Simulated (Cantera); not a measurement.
A closed system holds: 1 mol Si, 5.7 mol Cl2, 0.8 mol H2, held at 877 °C and 0.000970 bar.

Equilibrium computed with Cantera from the NASA thermochemical tables; the gas is ideal and each condensed phase is pure. Candidate condensed phases: Si; 19 gas species. The numbers say what is thermodynamically allowed, not how fast it happens.

### Question
What is the equilibrium state?

### Answer
- x(Cl2): 0.481
- x(HCl): 0.282
- x(SiCl4): 0.176
- x(Cl): 0.0610
- gas amount: 5.673 mol
- log10 activity of Si(s) (absent): -20.34
